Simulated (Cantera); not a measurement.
What does this Cantera script print?

```python
import numpy as np
import cantera as ct

gas_names = [...]  # 117 gases of nasa_gas.yaml made of C, H, Na, O
cond_names = """
    C(gr) C6H6(L) C7H8(L) C8H18(L),n-octa H2O(s) H2O(L) Na(cr) Na(L) NaOH(a) NaOH(L) NaO2(s) Na2CO3(I)
    Na2CO3(II) Na2CO3(L) Na2O(c) Na2O(a) Na2O(L) Na2O2(a) Na2O2(b)
""".split()


# ... load() reads the species with a 1 bar reference pressure and builds the phases ...
atoms = {
    'Na2CO3': {'Na': 2, 'C': 1, 'O': 3},
    'H2': {'H': 2},
    'CO2': {'C': 1, 'O': 2},
}
top_T = {'C(gr)': 4500, 'NaO2(s)': 800, 'Na2O2(b)': 940}  # K; cautious upper limits of use, not melting points


# ... equilibrate(T, P, feed) seeds the gas with the atoms and calls Mixture.equilibrate('TP', solver="vcs", rtol=1e-11, max_steps=5000) ...
results = []
T = 1900  # K
P = 47000  # Pa
for m in [0.03, 0.054, 0.095, 0.17, 0.3, 0.53, 0.94, 1.7]:
    feed = {'Na2CO3': 1, 'H2': m, 'CO2': 0.047}  # mol
    mix = equilibrate(T, P, feed)
    results.append((T, P, feed, dict(zip(mix.species_names, mix.species_moles))))
    x = sorted(zip(gas.X, gas.species_names), reverse=True)
    print(f"T = {T:g} K  P = {P:g} Pa  n(H2) = {m:g} mol  gas = {mix.phase_moles(0):.4g} mol")
    print("   x: " + "  ".join(f"{s} {v:.3e}" for v, s in x if v > 1e-05))
    print("   condensed (mol): " + ("  ".join(f"{mix.phase(i).name} {mix.phase_moles(i):.4g}"
          for i in range(1, mix.n_phases) if mix.phase_moles(i) > 1e-12) or "none"))
```

Output:

```
T = 1900 K  P = 47000 Pa  n(H2) = 0.03 mol  gas = 0.2179 mol
   x: CO2 4.616e-01  Na 2.747e-01  NaOH 2.277e-01  H2O 2.350e-02  CO 6.858e-03  O2 2.897e-03  NaO 1.746e-03  Na2O 3.033e-04  OH 2.454e-04  Na2 2.166e-04  Na2O2H2 1.026e-04  H2 8.295e-05  O 2.342e-05  NaH 1.197e-05  H 1.054e-05
   condensed (mol): Na2CO3(L) 0.9449
T = 1900 K  P = 47000 Pa  n(H2) = 0.054 mol  gas = 0.3542 mol
   x: CO2 4.061e-01  Na 3.033e-01  NaOH 2.531e-01  H2O 2.554e-02  CO 6.474e-03  O2 2.516e-03  NaO 1.797e-03  Na2O 3.448e-04  Na2 2.642e-04  OH 2.469e-04  Na2O2H2 1.268e-04  H2 9.673e-05  O 2.183e-05  NaH 1.428e-05  H 1.138e-05
   condensed (mol): Na2CO3(L) 0.9009
T = 1900 K  P = 47000 Pa  n(H2) = 0.095 mol  gas = 0.5883 mol
   x: CO2 3.711e-01  Na 3.216e-01  NaOH 2.693e-01  H2O 2.642e-02  CO 6.077e-03  O2 2.384e-03  NaO 1.855e-03  Na2O 3.773e-04  Na2 2.971e-04  OH 2.478e-04  Na2O2H2 1.435e-04  H2 1.028e-04  O 2.125e-05  NaH 1.561e-05  H 1.174e-05
   condensed (mol): Na2CO3(L) 0.8251
T = 1900 K  P = 47000 Pa  n(H2) = 0.17 mol  gas = 1.017 mol
   x: CO2 3.488e-01  Na 3.333e-01  NaOH 2.798e-01  H2O 2.680e-02  CO 5.767e-03  O2 2.340e-03  NaO 1.904e-03  Na2O 4.014e-04  Na2 3.190e-04  OH 2.484e-04  Na2O2H2 1.549e-04  H2 1.053e-04  O 2.105e-05  NaH 1.637e-05  H 1.188e-05
   condensed (mol): Na2CO3(L) 0.6863
T = 1900 K  P = 47000 Pa  n(H2) = 0.3 mol  gas = 1.762 mol
   x: Na 3.401e-01  CO2 3.360e-01  NaOH 2.859e-01  H2O 2.695e-02  CO 5.569e-03  O2 2.328e-03  NaO 1.937e-03  Na2O 4.167e-04  Na2 3.321e-04  OH 2.487e-04  Na2O2H2 1.617e-04  H2 1.061e-04  O 2.099e-05  NaH 1.677e-05  H 1.192e-05
   condensed (mol): Na2CO3(L) 0.4453
T = 1900 K  P = 47000 Pa  n(H2) = 0.53 mol  gas = 3.079 mol
   x: Na 3.440e-01  CO2 3.285e-01  NaOH 2.894e-01  H2O 2.701e-02  CO 5.448e-03  O2 2.325e-03  NaO 1.959e-03  Na2O 4.263e-04  Na2 3.398e-04  OH 2.490e-04  Na2O2H2 1.658e-04  H2 1.064e-04  O 2.098e-05  NaH 1.699e-05  H 1.194e-05
   condensed (mol): Na2CO3(L) 0.01896
T = 1900 K  P = 47000 Pa  n(H2) = 0.94 mol  gas = 3.657 mol
   x: Na 3.661e-01  CO2 2.233e-01  NaOH 1.796e-01  H2O 1.565e-01  CO 6.306e-02  H2 1.050e-02  Na2 3.848e-04  NaH 1.795e-04  OH 1.452e-04  NaO 1.224e-04  H 1.186e-04  Na2O2H2 6.384e-05  Na2O 2.834e-05
   condensed (mol): none
T = 1900 K  P = 47000 Pa  n(H2) = 1.7 mol  gas = 4.519 mol
   x: Na 3.413e-01  H2O 2.504e-01  CO 1.294e-01  CO2 1.023e-01  NaOH 1.001e-01  H2 7.526e-02  NaH 4.481e-04  Na2 3.345e-04  H 3.176e-04  OH 8.680e-05  NaO 2.548e-05  Na2O2H2 1.983e-05
   condensed (mol): none
```

Cantera equilibrium calculation (NASA polynomials, part measured and part estimated; ideal gas, pure solids and liquids).
